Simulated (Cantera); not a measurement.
## H2S + O2 (abatement and gas-phase synthesis)

Input: 1 mol H2S, 0.27 mol O2, equilibrated at 1300000 Pa.

Equilibrium computed with Cantera from the NASA thermochemical tables; the gas is ideal and each condensed phase is pure. Candidate condensed phases: H2O, H2SO4, S; 19 gas species. The numbers say what is thermodynamically allowed, not how fast it happens.

```csv
T (°C),log p H2O,log p H2,log p H2S,log p S2,log p SH,log p SO,log p SO2,log p S
1350,0.69,0.04,0.58,0.46,-1.35,-2.01,-0.76,-3.59
1500,0.68,0.20,0.51,0.48,-1.05,-1.66,-0.72,-2.99
1650,0.66,0.32,0.43,0.49,-0.82,-1.35,-0.66,-2.48
1800,0.64,0.41,0.35,0.50,-0.62,-1.07,-0.60,-2.05
1950,0.62,0.47,0.26,0.50,-0.46,-0.84,-0.54,-1.67
2100,0.59,0.52,0.17,0.50,-0.33,-0.63,-0.48,-1.35
2250,0.56,0.56,0.08,0.48,-0.23,-0.46,-0.44,-1.08
2400,0.52,0.59,0.00,0.46,-0.14,-0.31,-0.42,-0.83
```
log p: log10 of the partial pressure in bar; nothing condenses.

From 1350 °C to 2400 °C nothing is condensed.
